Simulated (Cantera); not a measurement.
What does this Cantera script print?

```python
import numpy as np
import cantera as ct

gas_names = """
    C CO CO2 C2 C2O C3 C3O2 C4 C5 Fe FeC5O5 FeO O O2 O3
""".split()
cond_names = """
    C(gr) Fe(a) Fe(c) Fe(d) Fe(L) FeC5O5(L) FeO(s) FeO(L) Fe2O3(s) Fe3O4(s)
""".split()


# ... load() reads the species with a 1 bar reference pressure and builds the phases ...
atoms = {
    'Fe2O3': {'Fe': 2, 'O': 3},
    'CO': {'C': 1, 'O': 1},
}
top_T = {'C(gr)': 4500, 'Fe2O3(s)': 1830, 'Fe3O4(s)': 1870}  # K; cautious upper limits of use, not melting points


# ... equilibrate(T, P, feed) seeds the gas with the atoms and calls Mixture.equilibrate('TP', solver="vcs", rtol=1e-11, max_steps=5000) ...
results = []
feed = {'Fe2O3': 1, 'CO': 3.8}  # mol
P = 101325  # Pa
for T in [1448, 1548, 1648, 1748, 1848, 1948, 2048, 2148]:
    mix = equilibrate(T, P, feed)
    results.append((T, P, feed, dict(zip(mix.species_names, mix.species_moles))))
    x = sorted(zip(gas.X, gas.species_names), reverse=True)
    print(f"T = {T:g} K  P = {P:g} Pa  gas = {mix.phase_moles(0):.4g} mol")
    print("   x: " + "  ".join(f"{s} {v:.3e}" for v, s in x if v > 0.001))
    print("   condensed (mol): " + ("  ".join(f"{mix.phase(i).name} {mix.phase_moles(i):.4g}"
          for i in range(1, mix.n_phases) if mix.phase_moles(i) > 1e-12) or "none"))
```

Result:

```
T = 1448 K  P = 101325 Pa  gas = 3.8 mol
   x: CO 7.368e-01  CO2 2.632e-01
   condensed (mol): FeO(s) 2
T = 1548 K  P = 101325 Pa  gas = 3.8 mol
   x: CO 7.368e-01  CO2 2.632e-01
   condensed (mol): FeO(s) 2
T = 1648 K  P = 101325 Pa  gas = 3.8 mol
   x: CO 7.368e-01  CO2 2.632e-01
   condensed (mol): FeO(s) 2
T = 1748 K  P = 101325 Pa  gas = 3.8 mol
   x: CO 7.368e-01  CO2 2.632e-01
   condensed (mol): FeO(L) 2
T = 1848 K  P = 101325 Pa  gas = 3.8 mol
   x: CO 7.368e-01  CO2 2.632e-01
   condensed (mol): FeO(L) 2
T = 1948 K  P = 101325 Pa  gas = 3.8 mol
   x: CO 7.367e-01  CO2 2.632e-01
   condensed (mol): FeO(L) 2
T = 2048 K  P = 101325 Pa  gas = 3.801 mol
   x: CO 7.365e-01  CO2 2.633e-01
   condensed (mol): FeO(L) 1.999
T = 2148 K  P = 101325 Pa  gas = 3.802 mol
   x: CO 7.361e-01  CO2 2.635e-01
   condensed (mol): FeO(L) 1.998
```

Equilibrium computed with Cantera from the NASA thermochemical tables; the gas is ideal and each condensed phase is pure. The tables' stoichiometric FeO is somewhat more stable than real wüstite, so its field is too wide. FeO: taken at fixed stoichiometry.
